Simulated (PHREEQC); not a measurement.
**Metal-bearing waste water**

Solution (58 °C): 0.0019 mol Pb(NO3)2 and 0.011 mol NaHCO3 per kg of water. Closed to the air; pH follows from the charge balance.

Equilibrium calculation in PHREEQC: ion-association model, phreeqc.dat.

Precipitation was switched off in this run.

Q: Estimate the pH.

A: pH 6.87.

Q: In which forms is C present?

A: HCO3- 67 %, CO2 16 %, PbCO3 15 %, PbHCO3+ 1.5 % of the C.

The solution is supersaturated, for example in Cerussite, Pb(OH)2, so a real one may precipitate; this is no full list. Constants without temperature data keep their 25 °C values here.
